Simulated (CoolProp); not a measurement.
Vapour-liquid equilibrium of n-hexane (1) + ethylbenzene (2) at 420.5 K; x and y are mole fractions of (1).

Values from CoolProp's multi-fluid Helmholtz-energy mixture model, Thol 2019 and Zhou 2012; pair parameters Bell 2016.

```csv
x,"bubble pressure, mixture model (kPa)","bubble pressure, Raoult's law (kPa)","y, mixture model","y, Raoult's law"
0.05,171.3,164.5,___,0.217
0.15,238.1,222.5,0.492,0.482
0.25,___,280.4,0.630,0.637
0.35,357.3,338.4,0.719,0.740
0.45,412.2,396.3,0.784,0.812
0.55,465.6,454.3,___,0.866
0.65,518.5,512.3,0.878,0.907
0.75,572.0,570.2,0.915,0.941
0.85,___,628.2,0.950,0.968
0.95,___,686.1,0.983,0.990
```

### Question
What belongs in the gaps?

### Answer

- 0.05, y, mixture model: 0.236
- 0.25, bubble pressure, mixture model (kPa): 299.6
- 0.55, y, mixture model: 0.835
- 0.85, bubble pressure, mixture model (kPa): 627.1
- 0.95, bubble pressure, mixture model (kPa): 684.8

The largest gap from Raoult's law is +7.0 % in bubble pressure, at x = 0.15. No azeotrope shows between x = 0.05 and 0.95.

The pair parameters rest on a limited set of measurements; away from them the model extrapolates.
